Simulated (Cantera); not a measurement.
Mixture: CO : H2 : O2 : N2 : CO2 = 1 : 0.5 : 0.536 : 2.01 : 0.74 (molar parts), equivalence ratio 1.4, at 3500000 Pa, adiabatic and at constant volume. Ignition delay is the time to a rise of 400 K.

Computed with Cantera and GRI-Mech 3.0 (53 species, 325 reactions). The hydrogen kinetics of GRI-Mech 3.0 are dated; newer H2 mechanisms differ, most at raised pressure. The pressure lies above the range GRI-Mech 3.0 was tuned for (to about 10 atm). Below about 950 K walls govern HO2 and H2O2 in real vessels.

Problem. Predict: delay at 900 K; delay at 1050 K; delay at 1200 K; delay at 1350 K; delay at 1500 K; apparent activation energy between 1425 and 1575 K.

Solution. 
- delay at 900 K: 25.9 ms
- delay at 1050 K: 0.890 ms
- delay at 1200 K: 65.7 µs
- delay at 1350 K: 7.09 µs
- delay at 1500 K: 1.29 µs
- apparent activation energy between 1425 and 1575 K: 150 kJ/mol
